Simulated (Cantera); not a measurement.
Cantera run:

```python
import numpy as np
import cantera as ct

gas_names = """
    C CH CH2 CH3 CH2OH CH3O CH4 CH3OH CO COS CO2 COOH CS CS2 C2 C2H CHCO,ketyl C2H2,acetylene
    C2H2,vinylidene CH2CO,ketene C2H3,vinyl CH3CO,acetyl C2H4 C2H4O,ethylen CH3CHO,ethanal CH3COOH
    (HCOOH)2 C2H5 C2H6 CH3OCH3 C2H5OH C2O C3 C3H3,propargyl C3H4,allene C3H4,propyne C3H4,cyclo-
    C3H5,allyl C3H6,propylene C3H6,cyclo- C3H6O C3H7,n-propyl C3H7,i-propyl C3H8 C3H8O,1propanol
    C3H8O,2propanol C3O2 C4 C4H2 C4H4,1,3-cyclo- C4H6,butadiene C4H6,2-butyne C4H6,cyclo- C4H8,1-butene
    C4H8,cis2-buten C4H8,tr2-butene C4H8,isobutene C4H8,cyclo- (CH3COOH)2 C4H9,n-butyl C4H9,i-butyl
    C4H9,s-butyl C4H9,t-butyl C4H10,isobutane C4H10,n-butane C5 C5H6,1,3cyclo- C5H8,cyclo-
    C5H10,1-pentene C5H10,cyclo- C5H11,pentyl C5H11,t-pentyl C5H12,n-pentane C5H12,i-pentane
    CH3C(CH3)2CH3 C6H2 C6H5,phenyl C6H5O,phenoxy C6H6 C6H5OH,phenol C6H10,cyclo- C6H12,1-hexene
    C6H12,cyclo- C6H13,n-hexyl C7H7,benzyl C7H8 C7H8O,cresol C7H14,1-heptene C7H15,n-heptyl
    C7H16,n-heptane C8H8,styrene C8H10,ethylbenz C8H16,1-octene C8H17,n-octyl C8H18,isooctane
    C8H18,n-octane C9H19,n-nonyl C10H8,naphthale C10H21,n-decyl C12H9,o-bipheny C12H10,bipheny H HCO HO2
    H2 HCHO,formaldehy HCOOH H2O H2O2 H2S H2SO4 O OH O2 O3 S SH SO SO2 SO3 S2 S2O S8
""".split()
cond_names = """
    C(gr) C6H6(L) C7H8(L) C8H18(L),n-octa H2O(s) H2O(L) H2SO4(L) S(cr1) S(cr2) S(L)
""".split()


def load(file, names, dense=False):
    # The tables refer to 1 bar. Condensed volumes are neglected.
    table = {s.name: s for s in ct.Species.list_from_file(file)}
    out = []
    for n in names:
        d = dict(table[n].input_data)
        d["thermo"] = dict(d["thermo"], **{"reference-pressure": 1e5})
        if dense:
            d["equation-of-state"] = {"model": "constant-volume", "density": "1e6 g/cm^3"}
        out.append(ct.Species.from_dict(d))
    return out


gas = ct.Solution(thermo="ideal-gas", species=load("nasa_gas.yaml", gas_names))
cond = {s.name: ct.Solution(thermo="fixed-stoichiometry", species=[s], name=s.name)
        for s in load("nasa_condensed.yaml", cond_names, dense=True)}
atoms = {
    'C6H6': {'C': 6, 'H': 6},
    'CO2': {'C': 1, 'O': 2},
    'H2': {'H': 2},
    'H2S': {'H': 2, 'S': 1},
}
top_T = {'C(gr)': 4500}  # K; cautious upper limits of use, not melting points


def equilibrate(T, P, feed):
    n = {}
    for name, mol in feed.items():
        for a, k in atoms[name].items():
            n[a] = n.get(a, 0.0) + k * mol
    gas.TPX = T, P, n
    mass = sum(n.values()) * gas.mean_molecular_weight
    gas.equilibrate("TP")
    valid = [c for c in cond.values() if c.min_temp <= T <= top_T.get(c.name, c.max_temp)]
    mix = ct.Mixture([(gas, mass / gas.mean_molecular_weight)] + [(c, 0.0) for c in valid])
    mix.T, mix.P = T, P
    mix.equilibrate("TP", solver="vcs", rtol=1e-11, max_steps=5000)
    return mix


results = []
feed = {'C6H6': 1, 'CO2': 2.6, 'H2': 4, 'H2S': 2}  # mol
P = 3800000  # Pa
for T in [1448, 1498, 1548, 1598, 1648, 1698, 1748, 1798, 1848, 1898, 1948, 1998]:
    mix = equilibrate(T, P, feed)
    results.append((T, P, feed, dict(zip(mix.species_names, mix.species_moles))))
    x = sorted(zip(gas.X, gas.species_names), reverse=True)
    print(f"T = {T:g} K  P = {P:g} Pa  gas = {mix.phase_moles(0):.4g} mol")
    print("   x: " + "  ".join(f"{s} {v:.3e}" for v, s in x if v > 1e-05))
    print("   condensed (mol): " + ("  ".join(f"{mix.phase(i).name} {mix.phase_moles(i):.4g}"
          for i in range(1, mix.n_phases) if mix.phase_moles(i) > 1e-12) or "none"))
```

Output:

```
T = 1448 K  P = 3.8e+06 Pa  gas = 13.58 mol
   x: H2 4.532e-01  CO 3.537e-01  H2S 1.421e-01  CH4 2.603e-02  H2O 1.543e-02  CO2 5.082e-03  COS 3.652e-03  CS2 6.222e-04  S2 1.163e-04  SH 9.496e-05  C2H4 1.812e-05
   condensed (mol): C(gr) 3.316
T = 1498 K  P = 3.8e+06 Pa  gas = 13.73 mol
   x: H2 4.625e-01  CO 3.576e-01  H2S 1.397e-01  CH4 2.109e-02  H2O 1.095e-02  COS 3.587e-03  CO2 3.283e-03  CS2 9.284e-04  S2 1.784e-04  SH 1.460e-04  C2H4 2.081e-05
   condensed (mol): C(gr) 3.292
T = 1548 K  P = 3.8e+06 Pa  gas = 13.85 mol
   x: H2 4.700e-01  CO 3.598e-01  H2S 1.375e-01  CH4 1.722e-02  H2O 7.893e-03  COS 3.524e-03  CO2 2.167e-03  CS2 1.356e-03  S2 2.676e-04  SH 2.185e-04  C2H4 2.355e-05
   condensed (mol): C(gr) 3.281
T = 1598 K  P = 3.8e+06 Pa  gas = 13.94 mol
   x: H2 4.763e-01  CO 3.610e-01  H2S 1.351e-01  CH4 1.420e-02  H2O 5.784e-03  COS 3.458e-03  CS2 1.933e-03  CO2 1.462e-03  S2 3.910e-04  SH 3.184e-04  C2H4 2.634e-05  CS 1.439e-05  C2H2,acetylene 1.283e-05
   condensed (mol): C(gr) 3.275
T = 1648 K  P = 3.8e+06 Pa  gas = 14.01 mol
   x: H2 4.818e-01  CO 3.615e-01  H2S 1.324e-01  CH4 1.182e-02  H2O 4.309e-03  COS 3.386e-03  CS2 2.684e-03  CO2 1.009e-03  S2 5.558e-04  SH 4.522e-04  C2H4 2.919e-05  CS 2.781e-05  C2H2,acetylene 2.155e-05  H 1.003e-05
   condensed (mol): C(gr) 3.269
T = 1698 K  P = 3.8e+06 Pa  gas = 14.07 mol
   x: H2 4.867e-01  CO 3.616e-01  H2S 1.294e-01  CH4 9.933e-03  CS2 3.624e-03  COS 3.304e-03  H2O 3.263e-03  S2 7.675e-04  CO2 7.110e-04  SH 6.263e-04  CS 5.146e-05  C2H2,acetylene 3.507e-05  C2H4 3.211e-05  H 1.636e-05
   condensed (mol): C(gr) 3.262
T = 1748 K  P = 3.8e+06 Pa  gas = 14.13 mol
   x: H2 4.913e-01  CO 3.613e-01  H2S 1.258e-01  CH4 8.435e-03  CS2 4.758e-03  COS 3.211e-03  H2O 2.509e-03  S2 1.029e-03  SH 8.467e-04  CO2 5.109e-04  CS 9.135e-05  C2H2,acetylene 5.547e-05  C2H4 3.511e-05  H 2.598e-05
   condensed (mol): C(gr) 3.252
T = 1798 K  P = 3.8e+06 Pa  gas = 14.18 mol
   x: H2 4.957e-01  CO 3.609e-01  H2S 1.218e-01  CH4 7.233e-03  CS2 6.073e-03  COS 3.105e-03  H2O 1.958e-03  S2 1.341e-03  SH 1.118e-03  CO2 3.739e-04  CS 1.560e-04  C2H2,acetylene 8.552e-05  H 4.021e-05  C2H4 3.821e-05  CH3 1.187e-05
   condensed (mol): C(gr) 3.238
T = 1848 K  P = 3.8e+06 Pa  gas = 14.23 mol
   x: H2 5.000e-01  CO 3.603e-01  H2S 1.174e-01  CS2 7.542e-03  CH4 6.259e-03  COS 2.986e-03  S2 1.697e-03  H2O 1.548e-03  SH 1.445e-03  CO2 2.783e-04  CS 2.567e-04  C2H2,acetylene 1.288e-04  H 6.082e-05  C2H4 4.141e-05  CH3 1.534e-05
   condensed (mol): C(gr) 3.221
T = 1898 K  P = 3.8e+06 Pa  gas = 14.28 mol
   x: H2 5.043e-01  CO 3.596e-01  H2S 1.125e-01  CS2 9.126e-03  CH4 5.463e-03  COS 2.858e-03  S2 2.092e-03  SH 1.829e-03  H2O 1.240e-03  CS 4.083e-04  CO2 2.105e-04  C2H2,acetylene 1.897e-04  H 9.005e-05  C2H4 4.470e-05  CH3 1.956e-05  S 1.168e-05
   condensed (mol): C(gr) 3.2
T = 1948 K  P = 3.8e+06 Pa  gas = 14.33 mol
   x: H2 5.085e-01  CO 3.588e-01  H2S 1.073e-01  CS2 1.078e-02  CH4 4.807e-03  COS 2.722e-03  S2 2.515e-03  SH 2.271e-03  H2O 1.005e-03  CS 6.293e-04  C2H2,acetylene 2.740e-04  CO2 1.615e-04  H 1.307e-04  C2H4 4.808e-05  CH3 2.463e-05  S 1.824e-05
   condensed (mol): C(gr) 3.175
T = 1998 K  P = 3.8e+06 Pa  gas = 14.38 mol
   x: H2 5.125e-01  CO 3.579e-01  H2S 1.020e-01  CS2 1.245e-02  CH4 4.259e-03  S2 2.954e-03  SH 2.769e-03  COS 2.581e-03  CS 9.419e-04  H2O 8.236e-04  C2H2,acetylene 3.885e-04  H 1.863e-04  CO2 1.257e-04  C2H4 5.154e-05  CH3 3.065e-05  S 2.768e-05
   condensed (mol): C(gr) 3.147
```

Cantera equilibrium calculation (NASA polynomials, part measured and part estimated; ideal gas, pure solids and liquids). The ideal-gas law is rough above about 30 bar.
